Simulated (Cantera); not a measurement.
An isothermal, constant-pressure homogeneous reactor starts with 34.5 % NO, 65.5 % N2, at 1550 K and 1.68 atm.

Detailed kinetics in Cantera: GRI-Mech 3.0 (53 species, 325 reactions).

One state of this run: x NO = 0.336; x N2O = 4.12e-5; x NO2 = 0.000339; x O2 = 0.00395; x N2 = 0.659; x O = 4.82e-7. x: mole fraction; the columns are a selection and need not sum to one.

Task: Which value of t (s) does it belong to?
A. 0.000771
B. 0.149
C. 4.00e-6
D. 1.22

Result: D, 1.22
